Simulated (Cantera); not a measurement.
A closed system holds: 1 mol SiH₂Cl₂, 0.04 mol Cl₂, 7.1 mol H₂, held at 600 °C and 133 Pa.

Method: chemical equilibrium by Gibbs-energy minimisation in Cantera with the NASA 1993 tables (ideal gas, pure condensed phases). Candidate condensed phases: Si; 19 gas species. The tables' values for SiCl₃ are old estimates; treat these amounts as uncertain. Equilibrium is a limit: real reactors are often held back by kinetics, nucleation or transport.

Base state: H₂ 0.927, SiCl₄ 0.0508, HCl 0.0149, SiHCl₃ 0.00676, SiCl₃ 0.000513, SiCl₂ 0.000305, SiH₂Cl₂ 8.19e-5 (mole fractions); condensed: Si(s).

### Question
What changes in the equilibrium state with this change: temperature from 600 °C to 1052 °C?

### Answer
| species | before | after |
|---|---|---|
| H₂ | 0.927 | 0.827 |
| HCl | 0.0149 | 0.121 |
| SiCl₂ | 0.000305 | 0.0488 |
| SiCl₄ | 0.0508 | 0.000507 |
| H | 1.23e-9 | 4.07e-5 |
| SiHCl₃ | 0.00676 | 0.000177 |
| Si(s), mol | 0.495 | 0.529 |

### Question
What changes in the equilibrium state with this change: temperature from 600 °C to 877 °C?

### Answer
| species | before | after |
|---|---|---|
| H₂ | 0.927 | 0.848 |
| HCl | 0.0149 | 0.104 |
| SiCl₂ | 0.000305 | 0.0279 |
| SiCl₄ | 0.0508 | 0.0122 |
| SiCl₃ | 0.000513 | 0.00559 |
| SiHCl₃ | 0.00676 | 0.00203 |
| SiH₂Cl₂ | 8.19e-5 | 4.22e-5 |
| Si(s), mol | 0.495 | 0.570 |
